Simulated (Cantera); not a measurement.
Input (Python, Cantera):

```python
import numpy as np
import cantera as ct

surf = ct.Interface("diamond.yaml", "diamond_100")
gas, bulk = surf.adjacent["gas"], surf.adjacent["diamond"]
k = surf.kinetics_species_index(bulk.species_names[0])
cover = ["c6HH", "c6H*", "c6*H", "c6**", "c6HM", "c6B"]

rows, drift = [], 0.0
print(f"{'xH':>10s}{'um/h':>11s}" + "".join(f"{s:>11s}" for s in cover))
for v in [0.0001, 0.00023, 0.00051, 0.0011, 0.0026, 0.0058, 0.013, 0.03, 0.067]:
    T, P, xH, xCH3 = 1223, 2400, v, 4.2e-05
    gas.TPX = T, P, {"H": xH, "CH3": xCH3, "CH4": 0.014, "H2": 1 - xH - xCH3 - 0.014}
    surf.TP = bulk.TP = T, P
    surf.coverages = "c6H*:0.1, c6HH:0.9"
    surf.advance_coverages(100.0)
    before = surf.coverages
    surf.advance_coverages(100.0)
    drift = max(drift, np.max(np.abs(surf.coverages - before) / (surf.coverages + 1e-9)))
    rate = surf.net_production_rates[k] * bulk.mean_molecular_weight / bulk.density * 3.6e9
    rows.append([rate, *surf[cover].coverages])
    print(f"{v:10.4g}{rate:11.4e}" + "".join(f"{x:11.3e}" for x in rows[-1][1:]))
```

Result:

```
        xH       um/h       c6HH       c6H*       c6*H       c6**       c6HM        c6B
    0.0001 1.0114e-02  6.255e-01  2.784e-02  3.410e-01  4.934e-03  1.081e-04  2.745e-11
   0.00023 2.8089e-02  5.340e-01  3.428e-02  4.199e-01  1.096e-02  1.470e-04  7.622e-11
   0.00051 5.5182e-02  4.793e-01  3.785e-02  4.636e-01  1.839e-02  1.804e-04  1.497e-10
    0.0011 8.8388e-02  4.503e-01  3.956e-02  4.845e-01  2.494e-02  2.037e-04  2.398e-10
    0.0026 1.3877e-01  4.341e-01  4.042e-02  4.950e-01  2.993e-02  2.144e-04  3.766e-10
    0.0058 2.1570e-01  4.272e-01  4.078e-02  4.991e-01  3.249e-02  2.080e-04  5.853e-10
     0.013 3.4624e-01  4.240e-01  4.097e-02  5.009e-01  3.377e-02  1.841e-04  9.395e-10
      0.03 5.4641e-01  4.225e-01  4.112e-02  5.017e-01  3.441e-02  1.417e-04  1.483e-09
     0.067 7.6470e-01  4.219e-01  4.135e-02  5.019e-01  3.473e-02  9.381e-05  2.075e-09
```

Computed with Cantera and the Harris–Goodwin 1993 mechanism for the reconstructed diamond (100) surface.
